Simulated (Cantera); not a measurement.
Feed: 1 mol B, 4 mol NH3, 9.8 mol H2O, equilibrated at 1152 °C and 13.3 mbar.

Method: chemical equilibrium by Gibbs-energy minimisation in Cantera with the NASA 1993 tables (ideal gas, pure condensed phases). Gases not in the tables: H3BO3. Rates play no part.

```tsv
species	before	after
H2O	0.427	0.437
H2	0.410	0.413
N2	0.109	0.110
HBO2	0.0540	0.0388
(HBO2)3	9.09e-5	0.000335
B2O3	0.000203	0.000102
H	3.78e-5	2.14e-5
HBO	1.73e-5	1.23e-5
B2O3(l), mol	0	0.137
```
Gas species are given as mole fractions.

Q: Name the change that produced these shifts.
A) pressure from 13.3 mbar to 42.0 mbar
B) temperature from 1152 °C to 1627 °C
C) H2O from 9.8 to 0.32 mol
D) NH3 from 4 to 0.54 mol

A: A, pressure from 13.3 mbar to 42.0 mbar
